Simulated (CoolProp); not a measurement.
Vapour-liquid equilibrium of R143a (1) + R134a (2) at 236.9 K; x and y are mole fractions of (1).

The numbers come from the multi-fluid Helmholtz-energy mixture model, Lemmon and Jacobsen 2000 and Tillner-Roth 1994; pair parameters Lemmon 2004 in CoolProp.

Q: Give the bubble pressure and the first vapour's composition at x = 0.05, 0.85, 0.95. Is there an azeotrope?

A: x = 0.05: 0.6721 bar, y = 0.119; x = 0.85: 1.501 bar, y = 0.934; x = 0.95: 1.607 bar, y = 0.979. No azeotrope shows between x = 0.05 and 0.95.

The pair parameters rest on a limited set of measurements; away from them the model extrapolates.
